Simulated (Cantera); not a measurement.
Feed: 1 mol n-butane, 0.0096 mol O₂, a varied amount of H₂, 4.8 mol H₂O, equilibrated at 1000 K and 98.0 bar.

These are equilibrium values from Cantera (NASA tables, ideal gas, pure condensed phases), not measurements of a reactor. Candidate condensed phases: C, C₆H₆, C₇H₈, C₈H₁₈, H₂O; 110 gas species. The ideal-gas law is rough above about 30 bar. Rates play no part.

x: gas mole fraction; nothing condenses.

```tsv
n(H₂) (mol)	x H₂	x H₂O	x CH₄	x CO₂	x CO	x C₂H₆	x C₂H₄
1.7	0.221	0.351	0.331	0.0681	0.0298	[?]	1.49e-6
4.7	0.286	0.362	0.314	0.0244	0.0134	[?]	7.99e-7
7.6	0.374	0.334	0.280	0.00632	0.00493	[?]	3.72e-7
11	0.482	0.281	0.234	0.00135	0.00161	[?]	1.55e-7
14	0.557	0.241	0.200	0.000477	0.000769	[?]	8.54e-8
16	0.597	0.220	0.182	0.000274	0.000519	[?]	6.17e-8
19	0.645	0.194	0.161	0.000137	0.000319	[?]	4.10e-8
22	0.683	0.173	0.143	7.79e-5	0.000215	[?]	2.92e-8
25	0.714	0.156	0.130	4.82e-5	0.000153	[?]	2.18e-8
28	0.739	0.142	0.118	3.17e-5	0.000115	[?]	1.69e-8
31	0.761	0.131	0.109	2.20e-5	8.91e-5	[?]	1.35e-8
34	0.779	0.121	0.100	1.58e-5	7.10e-5	[?]	1.10e-8
```

Question: Complete the blanks.

Answer: 
- 1.7, x C₂H₆: 8.75e-5
- 4.7, x C₂H₆: 6.09e-5
- 7.6, x C₂H₆: 3.71e-5
- 11, x C₂H₆: 2.00e-5
- 14, x C₂H₆: 1.27e-5
- 16, x C₂H₆: 9.83e-6
- 19, x C₂H₆: 7.06e-6
- 22, x C₂H₆: 5.32e-6
- 25, x C₂H₆: 4.15e-6
- 28, x C₂H₆: 3.33e-6
- 31, x C₂H₆: 2.73e-6
- 34, x C₂H₆: 2.28e-6
